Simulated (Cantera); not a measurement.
Charge: 1 mol Si, 3.2 mol HCl, 4.1 mol H2, at 100 Torr.

Equilibrium computed with Cantera from the NASA thermochemical tables; the gas is ideal and each condensed phase is pure. Candidate condensed phases: Si; 19 gas species. Equilibrium is a limit: real reactors are often held back by kinetics, nucleation or transport.

Over these rows the condensed part is Si(s). Partial pressures as log10 of bar:

```csv
T (K),1000/T (1/K),log p SiCl2,log p H2,log p SiCl4,log p SiHCl3
600,1.6667,-9.61,-0.94,-1.90,-2.30
650,1.5385,-8.53,-0.94,-1.89,-2.31
700,1.4286,-7.61,-0.94,-1.89,-2.32
750,1.3333,-6.81,-0.94,-1.89,-2.33
800,1.2500,?,-0.94,-1.89,-2.34
850,1.1765,-5.51,-0.94,-1.89,-2.35
```

Q: Fit log p(SiCl2) = a + b·(1000/T) to the five rows, give the apparent enthalpy, and predict the row at 800 K.

A: Means: 1000/T = 1.4287, log p = -7.614. Sxy = -1.182956, Sxx = 0.1414060, so b = -8.37 and a = -7.614 − (-8.37)×1.4287 = 4.34.
Apparent enthalpy: −19.145 × (-8.37) = 160 kJ/mol. With the condensed phases at unit activity, 1/2 Si(s) + 1/2 SiCl4(g) = SiCl2(g) links this pressure to the main gases: over the six rows their terms move log p by +0.01 in all, so the slope is close to that reaction's ΔH°. The five rows lie within 0.01 of the line.
Prediction at 800 K: 4.34 + (-8.37)×1.2500 = -6.12. The computed value is -6.12, 0.00 from the line.
